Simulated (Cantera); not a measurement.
Charge: 1 mol PbO, 1 mol C, 1 mol CO, at 823.15 K and 1.00 bar.

Method: chemical equilibrium by Gibbs-energy minimisation in Cantera with the NASA 1993 tables (ideal gas, pure condensed phases). Candidate condensed phases: C, Pb, PbO, PbO2, Pb3O4; 15 gas species. Kinetics and transport are ignored.

Base state: CO2 0.865, CO 0.135 (mole fractions); condensed: C(graphite) + Pb(l).

Problem. What changes in the equilibrium state with this change: PbO replaced by TiO2?

Solution. 
| species | before | after |
|---|---|---|
| CO2 | 0.865 | 0.865 |
| CO | 0.135 | 0.135 |
| C(graphite), mol | 0.928 | 1.46 |
| Pb(l), mol | 1.00 | 0 |
| TiO2(rutile), mol | 0 | 1.00 |
Further candidate phases: Ti, TiC, TiO, TiO2, Ti2O3, Ti3O5, Ti4O7.
